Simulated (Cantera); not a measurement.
A freely propagating, adiabatic, planar premixed flame of H2 : O2 : N2 : H2O = 1 : 0.98 : 2.65 : 0.21 (molar parts), equivalence ratio 0.51, unburnt at 375 K and 13300 Pa; multicomponent+Soret transport, grid criteria slope 0.08 and curve 0.16, no radiation.

Model: the H2/O2 subset of GRI-Mech 3.0, which has no nitrogen chemistry, integrated in Cantera. Burning velocities carry a grid error of a few per cent, more on coarse grids. Lean hydrogen flames are cellular in practice and burn faster than this planar one.

x: mole fraction of selected species; z is measured from the peak of heat release.

| z (mm) | T (K) | u (m/s) | x H2 | x O2 | x H2O | x HO2 | x OH | x O |
|---|---|---|---|---|---|---|---|---|
| -12.2 | 375 | 1.61 | 0.207 | 0.202 | 0.0434 | <1e-8 | <1e-8 | <1e-8 |
| -8.13 | 375 | 1.61 | 0.207 | 0.202 | 0.0434 | <1e-8 | <1e-8 | <1e-8 |
| -6.10 | 375 | 1.61 | 0.206 | 0.203 | 0.0434 | <1e-8 | <1e-8 | <1e-8 |
| -4.06 | 375 | 1.61 | 0.205 | 0.203 | 0.0435 | 1.81e-7 | <1e-8 | <1e-8 |
| -2.03 | 393 | 1.65 | 0.184 | 0.208 | 0.0454 | 9.25e-5 | 1.78e-5 | 1.80e-6 |
| -1.02 | 616 | 2.50 | 0.145 | 0.205 | 0.0670 | 9.80e-5 | 0.000605 | 0.000116 |
| 0 | 981 | 3.92 | 0.0818 | 0.176 | 0.133 | 3.75e-5 | 0.00161 | 0.00327 |
| 1.02 | 1245 | 4.95 | 0.0287 | 0.133 | 0.206 | 2.09e-5 | 0.00539 | 0.0103 |
| 2.03 | 1383 | 5.49 | 0.0150 | 0.118 | 0.230 | 1.52e-5 | 0.00794 | 0.0127 |
| 4.06 | 1523 | 6.00 | 0.0116 | 0.113 | 0.242 | 1.12e-5 | 0.00999 | 0.0114 |
| 8.13 | 1650 | 6.46 | 0.00881 | 0.111 | 0.251 | 7.83e-6 | 0.0109 | 0.00849 |
| 16.3 | 1753 | 6.82 | 0.00559 | 0.110 | 0.260 | 4.94e-6 | 0.0101 | 0.00527 |
| 32.5 | 1823 | 7.05 | ___ | 0.110 | 0.267 | ___ | ___ | ___ |

Problem. Some entries are withheld; supply them.

Solution. 
- 32.5, x H2: 0.00287
- 32.5, x HO2: 2.74e-6
- 32.5, x OH: 0.00801
- 32.5, x O: 0.00267
